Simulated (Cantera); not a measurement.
Charge: 1 mol SiH₄, 1.1 mol O₂, 0.5 mol H₂, at 13300 Pa.

These are equilibrium values from Cantera (NASA tables, ideal gas, pure condensed phases), not measurements of a reactor. Candidate condensed phases: H₂O, Si, SiO₂; 18 gas species. Kinetics and transport are ignored. All values below are at 975 K.

Base state: H₂ 0.920, H₂O 0.0800 (mole fractions); condensed: SiO₂(β-quartz).

Problem. What changes in the equilibrium state with this change: 0.56 mol Cl₂ added?

Solution. 
```
species              before   after
-------------------  ------  ------
H₂                    0.920   0.569
HCl                       0   0.366
H₂O                  0.0800  0.0654
SiO₂(β-quartz), mol    1.00    1.00
```
